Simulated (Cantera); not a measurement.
Charge: 1 mol Fe3O4, 1.7 mol C, 7.1 mol N2, at 4000 Pa.

Equilibrium computed with Cantera from the NASA thermochemical tables; the gas is ideal and each condensed phase is pure. Candidate condensed phases: C, Fe, Fe(CO)5, FeO, Fe2O3, Fe3O4; 27 gas species. Each liquid is taken as pure. Mutual solubility and eutectic melting of coexisting phases are not modelled. The tables' stoichiometric FeO is somewhat more stable than real wüstite, so its field is too wide. FeO: taken at fixed stoichiometry. Equilibrium is a limit: real reactors are often held back by kinetics, nucleation or transport.

### Question
Which condensed phases are stable at each of these points (T (K)): 1075, 1275, 1475, 1675, 1875, 2075, 2275?

### Answer
```
T (K)  condensed phases  Fe condensed (%)
-----  ----------------  ----------------
1075     Fe(α) + FeO(s)             100.0
1275     Fe(γ) + FeO(s)             100.0
1475     Fe(γ) + FeO(s)             100.0
1675     Fe(δ) + FeO(l)             100.0
1875     Fe(l) + FeO(l)              99.4
2075     Fe(l) + FeO(l)              93.8
2275             FeO(l)              69.4
```

At 1075 K the condensed part is Fe(α) + FeO(s). From 1275 K to 1475 K the condensed part is Fe(γ) + FeO(s). At 1675 K the condensed part is Fe(δ) + FeO(l). From 1875 K to 2075 K the condensed part is Fe(l) + FeO(l). At 2275 K the condensed part is FeO(l).
